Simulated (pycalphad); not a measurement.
Fe-Ti solution, phase liquid, at 1700 K; mixing quantities and activities refer to the pure elements in the same phase at that temperature, stable or not. Over part of the range this solution is metastable.

All values are pycalphad results on the COST 507 light-alloy database (1999) (1 atm), not direct measurements. These are 1990s assessments: newer ones move some temperatures and phases.

The enthalpy of mixing at x = 0.5 is -15.57 kJ/mol.

Question: Take a regular solution with Ω = 4 ΔH(0.5). How do its activities of Ti, and those of an ideal solution, compare with the assessed ones?

Answer: Ω = -62.3 kJ/mol, a = x exp[Ω(1 − x)²/RT].

```json
[
 {"x(Ti)": "0.02", "ideal": "0.02", "regular": "0.000291", "assessed": "0.000398", "assessed / regular": "1.4"},
 {"x(Ti)": "0.05", "ideal": "0.05", "regular": "0.000938", "assessed": "0.00131", "assessed / regular": "1.4"},
 {"x(Ti)": "0.1", "ideal": "0.1", "regular": "0.00282", "assessed": "0.00406", "assessed / regular": "1.4"},
 {"x(Ti)": "0.2", "ideal": "0.2", "regular": "0.0119", "assessed": "0.0176", "assessed / regular": "1.5"},
 {"x(Ti)": "0.3", "ideal": "0.3", "regular": "0.0346", "assessed": "0.0503", "assessed / regular": "1.5"},
 {"x(Ti)": "0.4", "ideal": "0.4", "regular": "0.0819", "assessed": "0.114", "assessed / regular": "1.4"},
 {"x(Ti)": "0.5", "ideal": "0.5", "regular": "0.166", "assessed": "0.217", "assessed / regular": "1.3"},
 {"x(Ti)": "0.6", "ideal": "0.6", "regular": "0.296", "assessed": "0.361", "assessed / regular": "1.2"},
 {"x(Ti)": "0.7", "ideal": "0.7", "regular": "0.471", "assessed": "0.533", "assessed / regular": "1.1"},
 {"x(Ti)": "0.8", "ideal": "0.8", "regular": "0.671", "assessed": "0.713", "assessed / regular": "1.1"},
 {"x(Ti)": "0.9", "ideal": "0.9", "regular": "0.861", "assessed": "0.876", "assessed / regular": "1.0"},
 {"x(Ti)": "0.95", "ideal": "0.95", "regular": "0.940", "assessed": "0.944", "assessed / regular": "1.0"},
 {"x(Ti)": "0.98", "ideal": "0.98", "regular": "0.978", "assessed": "0.979", "assessed / regular": "1.0"}
]
```
The regular model is symmetric and has no excess entropy; the assessment has an excess entropy of -1.4 J/(mol K) at x = 0.5, and ΔH = -10.49 at x = 0.2 against -9.44 kJ/mol at 0.8.
